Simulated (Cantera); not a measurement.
Feed: 1 mol CuF₂, a varied amount of H₂, equilibrated at 6000 Pa.

Cantera equilibrium calculation (NASA polynomials, part measured and part estimated; ideal gas, pure solids and liquids). Candidate condensed phases: Cu, CuF₂; 15 gas species. Mutual solubility and eutectic melting of coexisting phases are not modelled. Kinetics and transport are ignored.

Stable condensed phases, one row left out:

```
T in K \ n(H₂) in mol
         0.23 0.35 0.53  0.8  1.2  1.8  2.8  4.2  6.4  9.7   15   22   34
   1698     A    A    B    B    B    B    B    B    B    B    B    B    B
   1648     A    A    B    B    B    B    B    B    B    B    B    B    B
   1598     A    A    B    B    B    B    B    B    B    B    B    B    B
   1548     A    A    B    B    B    B    B    B    B    B    B    B    B
   1498     A    A    B    B    B    B    B    B    B    B    B    B    B
   1448     A    A    B    B    B    B    B    B    B    B    B    B    B
   1348     C    C    C    B    B    B    B    B    B    B    B    B    B
   1298     C    C    C    B    B    B    B    B    B    B    B    B    B
   1248     C    C    C    C    B    B    B    B    B    B    B    B    B
   1198     C    C    C    C    B    B    B    B    B    B    B    B    B
   1148     C    C    C    C    B    B    B    B    B    B    B    B    B
   1098     C    C    C    C    B    B    B    B    B    B    B    B    B
```

A: gas only; B: Cu; C: Cu + CuF₂.

Task: Give the row for 1398 K.

Result: 0.23: CuF₂; 0.35: Cu; 0.53: Cu; 0.8: Cu; 1.2: Cu; 1.8: Cu; 2.8: Cu; 4.2: Cu; 6.4: Cu; 9.7: Cu; 15: Cu; 22: Cu; 34: Cu.
